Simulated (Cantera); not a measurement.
Input: 1 mol AlN, 0.2 mol HCl, 0.067 mol N₂, held at 500 °C and 1.00 bar.

Cantera equilibrium calculation (NASA polynomials, part measured and part estimated; ideal gas, pure solids and liquids). Candidate condensed phases: Al, AlCl₃, AlN, NH₄Cl; 20 gas species. Equilibrium is a limit: real reactors are often held back by kinetics, nucleation or transport.

Base state: N₂ 0.379, H₂ 0.336, HCl 0.123, AlCl₃ 0.0999, Al₂Cl₆ 0.0622, NH₃ 0.000474 (mole fractions); condensed: AlN(s).

Task: What changes in the equilibrium state with this change: temperature from 500 °C to 677 °C?

Result: 
| species | before | after |
|---|---|---|
| N₂ | 0.379 | 0.357 |
| H₂ | 0.336 | 0.313 |
| AlCl₃ | 0.0999 | 0.193 |
| Al₂Cl₆ | 0.0622 | 0.00773 |
| HCl | 0.123 | 0.128 |
| NH₃ | 0.000474 | 8.64e-5 |
| AlN(s), mol | 0.944 | 0.945 |

Task: What changes in the equilibrium state with this change: N₂ from 0.067 to 0.58 mol?

Result: 
```
species        before     after
-----------  --------  --------
N₂              0.379     0.786
H₂              0.336     0.101
HCl             0.123    0.0578
Al₂Cl₆         0.0622    0.0118
AlCl₃          0.0999    0.0436
NH₃          0.000474  0.000112
AlN(s), mol     0.944     0.948
```

Task: What changes in the equilibrium state with this change: temperature from 500 °C to 727 °C?

Result: 
```json
[
 {"species": "N₂", "before": "0.379", "after": "0.356"},
 {"species": "H₂", "before": "0.336", "after": "0.313"},
 {"species": "AlCl₃", "before": "0.0999", "after": "0.201"},
 {"species": "Al₂Cl₆", "before": "0.0622", "after": "0.00401"},
 {"species": "HCl", "before": "0.123", "after": "0.126"},
 {"species": "NH₃", "before": "0.000474", "after": "6.09e-5"},
 {"species": "AlN(s), mol", "before": "0.944", "after": "0.944"}
]
```
